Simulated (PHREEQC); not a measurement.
**Copper plating or etch bath: speciation**

Solution (25 °C): 0.0081 mol/kgw Cu(BF4)2, 0.14 mol/kgw H2SO4 and 0.18 mol/kgw H3BO3. Closed to the air; pH follows from the charge balance.

Model: ion-association model, phreeqc.dat, run in PHREEQC.

No solid was allowed to form.

Estimate the pH, ionic strength, activity of water.

pH 0.88; ionic strength 0.205 mol/kgw; activity of water 0.991.

In which forms is B present?

H3BO3 92 %, BF4- 7.1 %, BF3OH- 0.7 % of the B.

Real BF4- forms and hydrolyses slowly; the run takes it at equilibrium.
